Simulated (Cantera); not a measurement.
Charge: 1 mol Cr₂O₃, 370 mol H₂, 51 mol N₂, held at 10000 Pa.

Cantera equilibrium calculation (NASA polynomials, part measured and part estimated; ideal gas, pure solids and liquids). Candidate condensed phases: Cr, CrN, Cr₂N, Cr₂O₃, H₂O; 29 gas species. Mutual solubility and eutectic melting of coexisting phases are not modelled. Kinetics and transport are ignored.

Task: At 1523 K, list the 4 most abundant gas species with their mole fractions, and the condensed phases.

Result: H₂ 0.878, N₂ 0.121, H₂O 0.00126, H 6.85e-5. Condensed: Cr(s) + Cr₂O₃(s).
